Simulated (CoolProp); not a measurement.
Model: reference Helmholtz-energy equation of state, Lemmon 2006, in CoolProp. It is a short technical equation, of lower accuracy than the large ones.

For carbonyl sulfide, give the phase and the cv (kJ/(kg K)), Joule-Thomson coefficient (K/MPa) at 190 K and 101 kPa; 248.5 K and 101 kPa.


- 190 K and 101 kPa: liquid; cv 0.724, Joule-Thomson coefficient -0.479
- 248.5 K and 101 kPa: gas; cv 0.514, Joule-Thomson coefficient 32.9
